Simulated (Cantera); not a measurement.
# Thermodynamics of oxide etching and cleaning by halides, feed Fe2O3 + Cl2 + O2

Charge: 1 mol Fe2O3, 9.1 mol Cl2, 1.4 mol O2, at 0.0133 bar.

Method: chemical equilibrium by Gibbs-energy minimisation in Cantera with the NASA 1993 tables (ideal gas, pure condensed phases). Candidate condensed phases: Fe, FeCl2, FeCl3, FeO, Fe2O3, Fe3O4; 13 gas species. Condensed phases not in the tables: FeOCl. Equilibrium is a limit: real reactors are often held back by kinetics, nucleation or transport.

```csv
T (K),x Cl2,x Cl,x O2,x FeCl2,x FeCl3,x ClO,n Fe2O3(s)
725,0.867,1.11e-5,0.133,8.85e-9,4.18e-5,7.96e-8,1.000
825,0.865,0.000132,0.134,1.73e-6,0.000876,6.15e-7,0.995
925,0.851,0.000924,0.140,9.83e-5,0.00864,3.09e-6,0.954
1025,0.785,0.00429,0.165,0.00207,0.0430,1.17e-5,0.760
1125,0.633,0.0141,0.224,0.0187,0.111,3.54e-5,0.286
1225,0.537,0.0387,0.251,0.0563,0.117,8.41e-5,0
1325,0.500,0.0946,0.240,0.0876,0.0776,0.000169,0
1425,0.428,0.195,0.223,0.110,0.0445,0.000289,0
1525,0.319,0.337,0.203,0.118,0.0225,0.000418,0
1625,0.199,0.491,0.183,0.116,0.0103,0.000515,0
```
x: gas mole fraction; n: condensed amount in mol.

From 725 K to 1125 K the condensed part is Fe2O3(s). From 1225 K to 1625 K nothing is condensed. The main Fe-bearing gas is FeCl3 at 725 K and FeCl2 at 1625 K.
